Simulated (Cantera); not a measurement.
Equilibrium for hydrogen reduction and annealing atmospheres: Fe2O3 + H2 + N2

Charge: 1 mol Fe2O3, 1700 mol H2, 69 mol N2, at 1.00 bar.

These are equilibrium values from Cantera (NASA tables, ideal gas, pure condensed phases), not measurements of a reactor. Candidate condensed phases: Fe, FeO, Fe(OH)2, Fe(OH)3, Fe2O3, Fe3O4, H2O; 27 gas species. Condensed phases not in the tables: Fe4N. The numbers say what is thermodynamically allowed, not how fast it happens.

```csv
T (°C),log p H2,log p N2,log p H,log p NH3,log p H2O,log p Fe,log p OH,n Fe(α),n Fe(γ),n Fe(δ),n Fe(l)
427,-0.02,-1.42,<-12,-2.76,-2.77,<-12,<-12,2.00,0,0,0
627,-0.02,-1.41,-9.94,-3.65,-2.77,<-12,<-12,2.00,0,0,0
827,-0.02,-1.41,-7.60,-4.23,-2.77,-11.90,<-12,2.00,0,0,0
1027,-0.02,-1.41,-5.97,-4.64,-2.77,-8.96,-10.60,0,2.00,0,0
1227,-0.02,-1.41,-4.76,-4.94,-2.77,-6.82,-9.06,0,2.00,0,0
1427,-0.02,-1.41,-3.84,-5.17,-2.77,-5.20,-7.88,0,0,1.99,0
1627,-0.02,-1.41,-3.11,-5.35,-2.77,-3.95,-6.95,0,0,0,1.80
1827,-0.02,-1.41,-2.52,-5.50,-2.77,-2.98,-6.19,0,0,0,0.122
```
log p: log10 of the partial pressure in bar; n: condensed amount in mol.

From 427 °C to 827 °C the condensed part is Fe(α). From 1027 °C to 1227 °C the condensed part is Fe(γ). At 1427 °C the condensed part is Fe(δ). From 1627 °C to 1827 °C the condensed part is Fe(l).
